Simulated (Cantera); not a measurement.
# Moist CO burnout

An isothermal, constant-pressure homogeneous reactor starts with 0.288 % CO, 1.58 % O2, 0.753 % H2O, 93.0 % N2, 4.37 % H2, equivalence ratio 1.5, at 1325 K and 1.01 bar.

Model: GRI-Mech 3.0 (53 species, 325 reactions), integrated in Cantera.

| t (s) | x CO | x O2 | x H2O | x N2O | x NO2 |
|---|---|---|---|---|---|
| 6.00e-5 | 0.00288 | 0.0158 | 0.00753 | <1e-12 | <1e-12 |
| 0.000153 | 0.00288 | 0.0156 | 0.00787 | 3.17e-10 | <1e-12 |
| 0.000391 | 0.00203 | 0.00111 | 0.0352 | 1.81e-8 | 8.20e-11 |
| 0.000999 | 0.00145 | 0.000118 | 0.0377 | 5.61e-9 | 3.52e-11 |
| 0.00255 | 0.00127 | 1.18e-5 | 0.0380 | 1.69e-9 | 1.09e-11 |
| 0.00651 | 0.00122 | 1.49e-6 | 0.0380 | 6.87e-10 | 3.81e-12 |
| 0.0166 | 0.00120 | 2.09e-7 | 0.0380 | 7.43e-10 | 1.40e-12 |
| 0.0424 | 0.00120 | 2.98e-8 | 0.0380 | 1.86e-9 | <1e-12 |
| 0.108 | 0.00119 | 4.13e-9 | 0.0380 | 4.01e-9 | <1e-12 |
| 0.277 | 0.00119 | 5.57e-10 | 0.0380 | 5.66e-9 | <1e-12 |
| 0.706 | 0.00119 | 8.14e-11 | 0.0380 | 4.45e-9 | <1e-12 |
| 1.80 | 0.00119 | 1.51e-11 | 0.0380 | 1.88e-9 | <1e-12 |
| 4.60 | 0.00119 | 3.60e-12 | 0.0380 | 4.48e-10 | <1e-12 |
| 11.8 | 0.00119 | <1e-12 | 0.0380 | 5.83e-11 | <1e-12 |
| 30.0 | 0.00119 | <1e-12 | 0.0380 | 4.06e-12 | <1e-12 |
x: mole fraction; the columns are a selection and need not sum to one.

Equilibrium at this temperature and pressure: CO 0.00119, O2 <1e-12, H2O 0.0380, N2O <1e-12, NO2 <1e-12 (gas phase only).
